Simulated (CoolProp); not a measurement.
A Linde-Hampson liquefier for oxygen: isothermal reversible compression at 290 K from 1 atm to 40 MPa, throttling to 1 atm, return gas leaving the recuperator 2 K below the feed. Each further row changes one setting.

Model: reference Helmholtz-energy equation of state, Schmidt 1985, in CoolProp.

| case | liquid yield per pass | compression work (kJ/kg of gas) |
|---|---|---|
| as stated | (withheld) | 441 |
| high pressure 80 MPa | 0.165 | 505 |
| warm-end temperature 320 K | (withheld) | (withheld) |
| warm-end gap 7 K | (withheld) | 441 |

Fill in the missing entries.


- as stated, liquid yield per pass: 0.166
- warm-end temperature 320 K, liquid yield per pass: 0.127
- warm-end temperature 320 K, compression work (kJ/kg of gas): 493
- warm-end gap 7 K, liquid yield per pass: 0.156

Above 300 K oxygen's equation is extrapolated.
